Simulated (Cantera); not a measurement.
Cantera run:

```python
import numpy as np
import cantera as ct

gas_names = """
    CL CL2 Si SiCL SiCL2 SiCL3 SiCL4 Si2 Si3
""".split()
cond_names = """
    Si(cr) Si(L)
""".split()


# ... load() reads the species with a 1 bar reference pressure and builds the phases ...
atoms = {
    'Si': {'Si': 1},
    'Cl2': {'CL': 2},
}
top_T = {}  # K; cautious upper limits of use, not melting points


# ... equilibrate(T, P, feed) seeds the gas with the atoms and calls Mixture.equilibrate('TP', solver="vcs", rtol=1e-11, max_steps=5000) ...
results = []
P = 4.4  # Pa
for T in [873, 973, 1073, 1173, 1273, 1373, 1473, 1573, 1673, 1773]:
    for m in [0.61, 0.77, 0.98, 1.2, 1.6, 2, 2.6, 3.2, 4.1, 5.2]:
        feed = {'Si': 1, 'Cl2': m}  # mol
        mix = equilibrate(T, P, feed)
        results.append((T, P, feed, dict(zip(mix.species_names, mix.species_moles))))

for T, P, feed, n in results:
    print(f"{T:7g} {feed['Cl2']:10.4g}  " + (" + ".join(c for c in cond_names if n.get(c, 0) > 1e-12) or "gas only"))
```

It prints:

```
    873       0.61  Si(cr)
    873       0.77  Si(cr)
    873       0.98  Si(cr)
    873        1.2  Si(cr)
    873        1.6  Si(cr)
    873          2  gas only
    873        2.6  gas only
    873        3.2  gas only
    873        4.1  gas only
    873        5.2  gas only
    973       0.61  Si(cr)
    973       0.77  Si(cr)
    973       0.98  Si(cr)
    973        1.2  Si(cr)
    973        1.6  Si(cr)
    973          2  gas only
    973        2.6  gas only
    973        3.2  gas only
    973        4.1  gas only
    973        5.2  gas only
   1073       0.61  Si(cr)
   1073       0.77  Si(cr)
   1073       0.98  Si(cr)
   1073        1.2  Si(cr)
   1073        1.6  Si(cr)
   1073          2  gas only
   1073        2.6  gas only
   1073        3.2  gas only
   1073        4.1  gas only
   1073        5.2  gas only
   1173       0.61  Si(cr)
   1173       0.77  Si(cr)
   1173       0.98  Si(cr)
   1173        1.2  Si(cr)
   1173        1.6  gas only
   1173          2  gas only
   1173        2.6  gas only
   1173        3.2  gas only
   1173        4.1  gas only
   1173        5.2  gas only
   1273       0.61  Si(cr)
   1273       0.77  Si(cr)
   1273       0.98  Si(cr)
   1273        1.2  gas only
   1273        1.6  gas only
   1273          2  gas only
   1273        2.6  gas only
   1273        3.2  gas only
   1273        4.1  gas only
   1273        5.2  gas only
   1373       0.61  Si(cr)
   1373       0.77  Si(cr)
   1373       0.98  Si(cr)
   1373        1.2  gas only
   1373        1.6  gas only
   1373          2  gas only
   1373        2.6  gas only
   1373        3.2  gas only
   1373        4.1  gas only
   1373        5.2  gas only
   1473       0.61  Si(cr)
   1473       0.77  Si(cr)
   1473       0.98  Si(cr)
   1473        1.2  gas only
   1473        1.6  gas only
   1473          2  gas only
   1473        2.6  gas only
   1473        3.2  gas only
   1473        4.1  gas only
   1473        5.2  gas only
   1573       0.61  Si(cr)
   1573       0.77  Si(cr)
   1573       0.98  Si(cr)
   1573        1.2  gas only
   1573        1.6  gas only
   1573          2  gas only
   1573        2.6  gas only
   1573        3.2  gas only
   1573        4.1  gas only
   1573        5.2  gas only
   1673       0.61  Si(cr)
   1673       0.77  Si(cr)
   1673       0.98  Si(cr)
   1673        1.2  gas only
   1673        1.6  gas only
   1673          2  gas only
   1673        2.6  gas only
   1673        3.2  gas only
   1673        4.1  gas only
   1673        5.2  gas only
   1773       0.61  Si(L)
   1773       0.77  Si(L)
   1773       0.98  gas only
   1773        1.2  gas only
   1773        1.6  gas only
   1773          2  gas only
   1773        2.6  gas only
   1773        3.2  gas only
   1773        4.1  gas only
   1773        5.2  gas only
```

Method: chemical equilibrium by Gibbs-energy minimisation in Cantera with the NASA 1993 tables (ideal gas, pure condensed phases). The tables' values for SiCl3 are old estimates.
